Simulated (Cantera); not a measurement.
Cantera with NASA thermochemical tables; ideal gases at 1 bar, condensed phases pure. Values are per mole of reaction as written; species without (g) are pure solids or liquids, kept so even where they would boil at 1 bar.

NO2(g) + 4 H2(g) + 2 CrO3(g) → Cr2N + 8 OH(g), with ΔH° = 740.9 kJ and ΔS° = 239.8 J/K at 300 K.

How far is the shortcut ΔG° ≈ ΔH°(300 K) − T·ΔS°(300 K) from the full temperature-dependent value at 998, 1198, 1398, 1598, 1798 K?


| T (K) | shortcut (kJ) | full (kJ) | difference (kJ) | difference in log10 K |
|---|---|---|---|---|
| 998 | 501.6 | 491.9 | 9.7 | -0.51 |
| 1198 | 453.6 | 440.3 | 13.3 | -0.58 |
| 1398 | 405.7 | 388.5 | 17.2 | -0.64 |
| 1598 | 357.7 | 336.1 | 21.6 | -0.71 |
| 1798 | 309.7 | 283.2 | 26.6 | -0.77 |
The shortcut ignores the heat-capacity change of the reaction.
